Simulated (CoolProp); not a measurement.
CF4 (R14) along the isobar 10.2 bar: fugacity coefficient from the reference equation and from simpler models built on Tc = 227.4 K, pc = 37.62 bar, ω = 0.178; each cubic takes its own stable root.

Model: reference Helmholtz-energy equation of state, Platzer 1990, in CoolProp. This equation is an older, rougher fit; its heat capacities, sound speeds and derivatives of the liquid may be far off and weren't checked against measurements.

| T (K) | phase | reference |
|---|---|---|
| 135.4 | liquid | 0.04873 |
| 152.2 | liquid | 0.1578 |
| 169 | liquid | 0.3833 |
| 185.8 | liquid | 0.7552 |
| 202.6 | gas | 0.8708 |
| 219.4 | gas | 0.8987 |
| 236.2 | gas | 0.9194 |
| 253 | gas | 0.9352 |
| 269.8 | gas | 0.9476 |

### Question
How far does each simpler model (Redlich-Kwong, Peng-Robinson) lie from the reference over these 9 states: mean and median of the absolute difference, and the worst?

### Answer
- Redlich-Kwong: mean 13.0 %, median 0.3 %, worst +45.8 % at 135.4 K and 10.2 bar
- Peng-Robinson: mean 0.8 %, median 0.8 %, worst -1.3 % at 202.6 K and 10.2 bar

At some of these states Redlich-Kwong gives the other phase, because its saturation line lies elsewhere.
